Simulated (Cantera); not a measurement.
Charge: 1 mol CCl4, 0.11 mol Si, 1.1 mol H2, held at 2823 K and 0.180 bar.

Method: chemical equilibrium by Gibbs-energy minimisation in Cantera with the NASA 1993 tables (ideal gas, pure condensed phases). Candidate condensed phases: C, C6H6, C7H8, C8H18, Si, SiC; 109 gas species. The tables' values for SiCl, SiCl3, CCl are old estimates; treat these amounts as uncertain. Equilibrium is a limit: real reactors are often held back by kinetics, nucleation or transport.

Base state: HCl 0.461, Cl 0.458, H 0.0303, SiCl2 0.0240, H2 0.0210, SiCl 0.00108, SiCl3 0.000992, Cl2 0.000788 (mole fractions); condensed: C(graphite).

Task: What changes in the equilibrium state with this change: temperature from 2823 K to 823.15 K?

Result: 
```tsv
species	before	after
HCl	0.461	0.736
Cl2	0.000788	0.226
SiCl4	1.94e-5	0.0368
Cl	0.458	1.77e-5
H	0.0303	<1e-9
SiCl2	0.0240	<1e-9
H2	0.0210	<1e-9
SiCl	0.00108	<1e-9
SiCl3	0.000992	<1e-9
C2H2 (acetylene)	0.000756	<1e-9
C(graphite), mol	0.984	0.998
```
Gases not in the tables: chlorinated aromatics.
